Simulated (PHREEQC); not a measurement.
A solution holds 1.2 mmol/kgw HBr, 2.9 mmol/kgw CuSO4 and 89 mmol/kgw MnSO4, at 20 °C. Closed to the air; pH follows from the charge balance.

Model: ion-association model, phreeqc.dat, run in PHREEQC.

```json
{
  "pH": "3.40",
  "ionic_strength": "0.209 mol/kgw",
  "specific_conductance": "7750 µS/cm",
  "density": "1.011 g/cm³",
  "total_alkalinity": "-1.20 meq/kg"
}
```

```tsv
species	molality	activity	log γ
SO4-2	0.0517	0.0150	-0.537
Mn+2	0.0508	0.0166	-0.487
MnSO4	0.0382	0.0401	0.021
Cu+2	0.00151	0.000493	-0.487
CuSO4	0.00139	0.00146	0.021
Br-	0.00120	0.000831	-0.160
```

This is a speciation only: nothing precipitates in the calculation. Complexes and solids missing from the database can't appear.
